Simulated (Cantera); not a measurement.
Charge: 1 mol C₂H₄, 0.14 mol H₂O, at 1.00 bar.

Cantera equilibrium calculation (NASA polynomials, part measured and part estimated; ideal gas, pure solids and liquids). Candidate condensed phases: C, C₆H₆, C₇H₈, C₈H₁₈, H₂O; 110 gas species. Rates play no part.

Over these rows the condensed part is C(graphite). Partial pressures as log10 of bar:

```
T (K)  1000/T (1/K)  log p CO  log p H₂  log p CH₄  log p H₂O
-----  ------------  --------  --------  ---------  ---------
750          1.3333     -2.61     -0.40      -0.30      -1.05
800          1.2500     -2.21     -0.27      -0.42      -1.12
850          1.1765     -1.88     -0.18      -0.57      -1.21
900          1.1111         ?     -0.12      -0.75      -1.35
950          1.0526     -1.43     -0.09      -0.95      -1.55
1000         1.0000     -1.32     -0.06      -1.15      -1.79
```

Question: Fit log p(CO) = a + b·(1000/T) to the five rows, give the apparent enthalpy, and predict the row at 900 K.

Answer: Means: 1000/T = 1.1625, log p = -1.890. Sxy = -0.294015, Sxx = 0.0755091, so b = -3.89 and a = -1.890 − (-3.89)×1.1625 = 2.63.
Apparent enthalpy: −19.145 × (-3.89) = 74 kJ/mol. With the condensed phases at unit activity, C(graphite) + H₂O(g) = CO(g) + H₂(g) links this pressure to the main gases: over the six rows their terms move log p by -1.08 in all, so the slope isn't that reaction's ΔH° alone. The five rows lie within 0.07 of the line.
Prediction at 900 K: 2.63 + (-3.89)×1.1111 = -1.69. The computed value is -1.61, 0.08 from the line.
